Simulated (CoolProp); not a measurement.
Aqueous calcium chloride as a coolant, 4 % by mass, freezing at -1.8 °C, 1 atm.

Computed with CoolProp (Melinder's fits for secondary coolants).

```json
[
 {"T (°C)": "4.4", "density (kg/m³)": "1033", "cp (kJ/(kg K))": "3.936", "viscosity (mPa s)": "1.69", "Prandtl number": "11.7"},
 {"T (°C)": "10.3", "density (kg/m³)": "1032", "cp (kJ/(kg K))": "3.937", "viscosity (mPa s)": "1.42", "Prandtl number": "9.68"},
 {"T (°C)": "16.2", "density (kg/m³)": "1031", "cp (kJ/(kg K))": "3.940", "viscosity (mPa s)": "1.22", "Prandtl number": "8.17"},
 {"T (°C)": "22", "density (kg/m³)": "1031", "cp (kJ/(kg K))": "3.945", "viscosity (mPa s)": "1.06", "Prandtl number": "7.02"},
 {"T (°C)": "27.9", "density (kg/m³)": "1029", "cp (kJ/(kg K))": "3.952", "viscosity (mPa s)": "0.935", "Prandtl number": "6.08"},
 {"T (°C)": "33.8", "density (kg/m³)": "1027", "cp (kJ/(kg K))": "3.960", "viscosity (mPa s)": "0.830", "Prandtl number": "5.33"},
 {"T (°C)": "39.7", "density (kg/m³)": "1023", "cp (kJ/(kg K))": "3.968", "viscosity (mPa s)": "0.741", "Prandtl number": "4.70"}
]
```
